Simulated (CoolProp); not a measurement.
Decamethylcyclopentasiloxane (D5) at several states: Z from the reference equation and from simpler models built on Tc = 618.3 K, pc = 1.078 MPa, ω = 0.631; each cubic takes its own stable root.

Model: reference Helmholtz-energy equation of state, Thol 2019, in CoolProp.

```tsv
T (K)	p (MPa)	phase	reference
349.9	0.115	liquid	0.01631
444.5	0.0515	liquid	0.006516
482.6	1.03	liquid	0.1267
555.8	2.96	liquid	0.3554
376.3	2.14	liquid	0.2898
392.3	0.132	liquid	0.01759
```

How far does each simpler model (Redlich-Kwong, Soave-Redlich-Kwong) lie from the reference over these 6 states: mean and median of the absolute difference, and the worst?


- Redlich-Kwong: mean 2452.2 %, median 24.2 %, worst +14597.7 % at 444.5 K and 0.0515 MPa
- Soave-Redlich-Kwong: mean 14.5 %, median 14.5 %, worst +15.9 % at 349.9 K and 0.115 MPa

At some of these states Redlich-Kwong gives the other phase, because its saturation line lies elsewhere.
